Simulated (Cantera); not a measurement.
An adiabatic, constant-volume homogeneous reactor starts with CH4 : O2 : N2 = 1 : 6.25 : 23.5 (molar parts), equivalence ratio 0.32, at 1498 K and 0.326 atm. Integrator tolerance rtol = 1e-08.

Computed with Cantera and GRI-Mech 3.0 (53 species, 325 reactions).

### Question
What does this change do: pressure from 0.326 atm to 0.987 atm?

### Answer
```tsv
quantity	before	after
time of steepest temperature rise	2.17 ms	0.833 ms
temperature at 0.500 s	2284 K	2301 K
equilibrium temperature	2283 K	2301 K
x(CH4) at 0.500 s	<1e-12 (gas-phase equilibrium <1e-12)	<1e-12 (gas-phase equilibrium <1e-12)
x(O2) at 0.500 s	0.130 (gas-phase equilibrium 0.130)	0.130 (gas-phase equilibrium 0.130)
x(CO2) at 0.500 s	0.0311 (gas-phase equilibrium 0.0311)	0.0316 (gas-phase equilibrium 0.0316)
x(NO2) at 0.500 s	7.38e-6 (gas-phase equilibrium 7.47e-6)	1.33e-5 (gas-phase equilibrium 1.33e-5)
x(N2O) at 0.500 s	4.52e-7 (gas-phase equilibrium 4.53e-7)	8.22e-7 (gas-phase equilibrium 8.22e-7)
x(CH2O) at 0.500 s	<1e-12 (gas-phase equilibrium <1e-12)	<1e-12 (gas-phase equilibrium <1e-12)
x(HO2) at 0.500 s	3.57e-6 (gas-phase equilibrium 3.56e-6)	5.02e-6 (gas-phase equilibrium 5.02e-6)
```

### Question
What does this change do: O2 6.25 to 4.2 parts?

### Answer
```json
[
 {"quantity": "time of steepest temperature rise", "before": "2.17 ms", "after": "3.05 ms"},
 {"quantity": "temperature at 0.500 s", "before": "2284 K", "after": "2333 K"},
 {"quantity": "equilibrium temperature", "before": "2283 K", "after": "2333 K"},
 {"quantity": "x(CH4) at 0.500 s", "before": "<1e-12 (gas-phase equilibrium <1e-12)", "after": "<1e-12 (gas-phase equilibrium <1e-12)"},
 {"quantity": "x(O2) at 0.500 s", "before": "0.130 (gas-phase equilibrium 0.130)", "after": "0.0705 (gas-phase equilibrium 0.0705)"},
 {"quantity": "x(CO2) at 0.500 s", "before": "0.0311 (gas-phase equilibrium 0.0311)", "after": "0.0323 (gas-phase equilibrium 0.0323)"},
 {"quantity": "x(NO2) at 0.500 s", "before": "7.38e-6 (gas-phase equilibrium 7.47e-6)", "after": "4.41e-6 (gas-phase equilibrium 4.41e-6)"},
 {"quantity": "x(N2O) at 0.500 s", "before": "4.52e-7 (gas-phase equilibrium 4.53e-7)", "after": "4.00e-7 (gas-phase equilibrium 4.00e-7)"},
 {"quantity": "x(CH2O) at 0.500 s", "before": "<1e-12 (gas-phase equilibrium <1e-12)", "after": "<1e-12 (gas-phase equilibrium <1e-12)"},
 {"quantity": "x(HO2) at 0.500 s", "before": "3.57e-6 (gas-phase equilibrium 3.56e-6)", "after": "2.71e-6 (gas-phase equilibrium 2.71e-6)"}
]
```
